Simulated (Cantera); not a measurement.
Charge: 1 mol CuO, 1.4 mol CO, held at 2425 K and 1.20 bar.

Equilibrium computed with Cantera from the NASA thermochemical tables; the gas is ideal and each condensed phase is pure. Candidate condensed phases: C, Cu, CuO, Cu2O; 15 gas species. Rates play no part.

Base state: CO2 0.639, CO 0.265, Cu 0.0912, O2 0.00290, Cu2 0.00120, O 0.000487, CuO 0.000408 (mole fractions); condensed: Cu(l).

Problem. What changes in the equilibrium state with this change: CO from 1.4 to 6.7 mol?

Solution. 
```json
[
 {"species": "CO", "before": "0.265", "after": "0.772"},
 {"species": "CO2", "before": "0.639", "after": "0.135"},
 {"species": "Cu", "before": "0.0912", "after": "0.0912"},
 {"species": "O2", "before": "0.00290", "after": "1.53e-5"},
 {"species": "O", "before": "0.000487", "after": "3.54e-5"},
 {"species": "CuO", "before": "0.000408", "after": "2.96e-5"},
 {"species": "Cu2", "before": "0.00120", "after": "0.00120"},
 {"species": "Cu(l), mol", "before": "0.854", "after": "0.309"}
]
```
